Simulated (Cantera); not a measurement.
Gas mixture: 45.7 % O2, 54.3 % N2, at 41000 Pa, frozen composition.

Cantera's kinetic-theory transport with the Lennard-Jones parameters of GRI-Mech 3.0, ideal gas; thermal conductivity in the multicomponent form.

D: mixture-averaged diffusion coefficient of that species in the mixture.

| T (K) | ρ (kg/m³) | cp (J/kg/K) | μ (µPa s) | λ (mW/m/K) | Pr | D (cm²/s) N2 | D (cm²/s) NO | D (cm²/s) CH4 |
|---|---|---|---|---|---|---|---|---|
| 400 | 0.368 | 995.0 | 23.9 | 33.3 | 0.712 | 0.853 | 0.838 | 0.927 |
| 500 | 0.294 | 1016 | ? | ? | 0.710 | ? | ? | ? |
| 600 | 0.245 | 1039 | 31.6 | 46.4 | 0.709 | 1.71 | 1.67 | 1.87 |
| 700 | 0.210 | 1064 | 35.1 | 52.7 | 0.709 | 2.22 | 2.17 | 2.43 |
| 800 | 0.184 | 1088 | 38.4 | 58.9 | 0.709 | 2.77 | 2.72 | 3.04 |
| 900 | 0.163 | 1111 | 41.5 | 65.0 | 0.709 | 3.38 | 3.31 | 3.71 |
| 1000 | 0.147 | 1131 | 44.4 | 70.9 | 0.708 | 4.03 | 3.95 | 4.42 |
| 1100 | 0.134 | 1146 | 47.3 | 76.5 | 0.708 | ? | ? | ? |
| 1200 | 0.123 | 1160 | 50.0 | 82.0 | 0.708 | 5.46 | 5.34 | 6.00 |

**Question.** Fill in the missing entries.

**Answer.** 
- 500, μ (µPa s): 27.9
- 500, λ (mW/m/K): 39.9
- 500, D (cm²/s) N2: 1.25
- 500, D (cm²/s) NO: 1.23
- 500, D (cm²/s) CH4: 1.37
- 1100, D (cm²/s) N2: 4.72
- 1100, D (cm²/s) NO: 4.62
- 1100, D (cm²/s) CH4: 5.18
